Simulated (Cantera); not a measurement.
Input: 1 mol SiHCl3, 0.057 mol HCl, 1400 mol H2, equilibrated at 1202 °C and 0.133 bar.

These are equilibrium values from Cantera (NASA tables, ideal gas, pure condensed phases), not measurements of a reactor. Candidate condensed phases: Si; 19 gas species. The numbers say what is thermodynamically allowed, not how fast it happens.

Base state: H2 0.998, HCl 0.00215, H 3.55e-5, SiCl2 1.46e-5 (mole fractions); condensed: Si(s).

Question: What changes in the equilibrium state with this change: temperature from 1202 °C to 2200 °C?

Answer: 
```json
[
 {"species": "H2", "before": "0.998", "after": "0.938"},
 {"species": "H", "before": "3.55e-5", "after": "0.0592"},
 {"species": "HCl", "before": "0.00215", "after": "0.00202"},
 {"species": "Si", "before": "4.31e-8", "after": "0.000611"},
 {"species": "Cl", "before": "6.20e-8", "after": "9.04e-5"},
 {"species": "SiH", "before": "5.61e-8", "after": "5.95e-5"},
 {"species": "SiCl2", "before": "1.46e-5", "after": "1.38e-7"},
 {"species": "SiH2", "before": "1.08e-6", "after": "1.83e-5"},
 {"species": "Si(s), mol", "before": "0.977", "after": "0"}
]
```
Gases not in the tables: Si2H6 and higher silanes.
